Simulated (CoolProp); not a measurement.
Vapour-liquid equilibrium of R125 (1) + R245fa (2) at 206.5 K; x and y are mole fractions of (1).

Computed with CoolProp (multi-fluid Helmholtz-energy mixture model, Lemmon 2005 and Akasaka 2015; pair parameters Bell 2016).

```tsv
x	bubble pressure (bar)	y at the bubble point	dew pressure at overall composition x (bar)	liquid density (mol/L)
0.05	0.03080	0.771	0.007787	11.74
0.15	(withheld)	0.913	0.008688	(withheld)
0.25	0.1119	0.949	0.009825	12.05
0.35	0.1478	0.966	0.01130	12.21
0.45	0.1821	0.976	0.01331	12.36
0.55	(withheld)	(withheld)	0.01617	12.51
0.65	0.2486	(withheld)	0.02061	12.66
0.75	0.2820	0.992	(withheld)	12.81
0.85	0.3161	(withheld)	0.04557	(withheld)
0.95	0.3513	0.999	0.1141	13.09
```

Problem. Some entries are withheld; supply them.

Solution. 
- 0.15, bubble pressure (bar): 0.07341
- 0.15, liquid density (mol/L): 11.89
- 0.55, bubble pressure (bar): 0.2155
- 0.55, y at the bubble point: 0.983
- 0.65, y at the bubble point: 0.988
- 0.75, dew pressure at overall composition x (bar): 0.02839
- 0.85, y at the bubble point: 0.996
- 0.85, liquid density (mol/L): 12.95

No azeotrope shows between x = 0.05 and 0.95.

The pair parameters rest on a limited set of measurements; away from them the model extrapolates.
